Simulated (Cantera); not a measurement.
Charge: 1 mol SiH₄, 420 mol H₂, held at 10000 Pa.

These are equilibrium values from Cantera (NASA tables, ideal gas, pure condensed phases), not measurements of a reactor. Candidate condensed phases: Si; 9 gas species. Gases not in the tables: Si₂H₆ and higher silanes. Kinetics and transport are ignored.

**Question.** Which condensed phases are stable at each of these points (T (K)): 850, 925, 1000, 1075, 1150, 1225, 1300, 1375, 1450, 1525, 1600, 1675, 1750?

**Answer.** 
| T (K) | condensed phases | Si condensed (%) |
|---|---|---|
| 850 | Si(s) | 100.0 |
| 925 | Si(s) | 100.0 |
| 1000 | Si(s) | 100.0 |
| 1075 | Si(s) | 100.0 |
| 1150 | Si(s) | 100.0 |
| 1225 | Si(s) | 100.0 |
| 1300 | Si(s) | 100.0 |
| 1375 | Si(s) | 100.0 |
| 1450 | Si(s) | 100.0 |
| 1525 | Si(s) | 99.9 |
| 1600 | Si(s) | 99.7 |
| 1675 | Si(s) | 99.2 |
| 1750 | Si(l) | 98.2 |

From 850 K to 1675 K the condensed part is Si(s). At 1750 K the condensed part is Si(l).
